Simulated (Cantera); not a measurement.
**Si + NF₃ (silicon etching in halogen gases)**

Feed: 1 mol Si, 2.5 mol NF₃, held at 1.80 Torr.

These are equilibrium values from Cantera (NASA tables, ideal gas, pure condensed phases), not measurements of a reactor. Candidate condensed phases: Si, Si₃N₄; 16 gas species. Kinetics and transport are ignored.

From 352 °C to 1252 °C nothing is condensed. The main Si-bearing gas is SiF₄ throughout.

| T (°C) | x F | x F₂ | x SiF₄ | x N₂ | x NF₃ |
|---|---|---|---|---|---|
| 352 | 0.00198 | 0.129 | 0.322 | 0.258 | 0.289 |
| 427 | 0.0170 | 0.335 | 0.269 | 0.294 | 0.0851 |
| 502 | 0.0699 | 0.375 | 0.244 | 0.299 | 0.0115 |
| 577 | 0.191 | 0.299 | 0.226 | 0.282 | 0.00133 |
| 652 | 0.371 | 0.171 | 0.204 | 0.255 | 0.000123 |
| 727 | 0.516 | 0.0664 | 0.185 | 0.232 | 8.07e-6 |
| 802 | 0.580 | 0.0210 | 0.178 | 0.222 | 4.75e-7 |
| 877 | 0.599 | 0.00671 | 0.175 | 0.219 | 3.35e-8 |
| 952 | 0.605 | 0.00237 | 0.174 | 0.218 | 3.10e-9 |
| 1027 | 0.607 | 0.000931 | 0.174 | 0.218 | 3.72e-10 |
| 1102 | 0.608 | 0.000403 | 0.174 | 0.217 | 5.60e-11 |
| 1177 | 0.608 | 0.000190 | 0.174 | 0.217 | 1.03e-11 |
| 1252 | 0.609 | 9.60e-5 | 0.174 | 0.217 | 2.22e-12 |
x: gas mole fraction; nothing condenses.
